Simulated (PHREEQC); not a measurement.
Make-up at 50 °C: 0.0051 mol/kgw HF, 0.00042 mol/kgw CsF and 0.014 mol/kgw H3PO4. Closed to the air; pH follows from the charge balance.

The numbers come from PHREEQC with the ion-association model, wateq4f.dat.

This is a speciation only: nothing precipitates in the calculation.

Problem. Order these F species by the share of F that they hold, largest first: HF2-, F-, HF, H2F2.

Solution. HF (92 %), F- (6.8 %), H2F2 (0.95 %), HF2- (0.30 %)

The pH is 2.21 and the ionic strength 0.00710 mol/kgw. H3PO4, which wateq4f.dat lacks, is added to it with the constant of phreeqc.dat. At this temperature some constants are extrapolated from 25 °C, and those without enthalpy data are left unchanged.
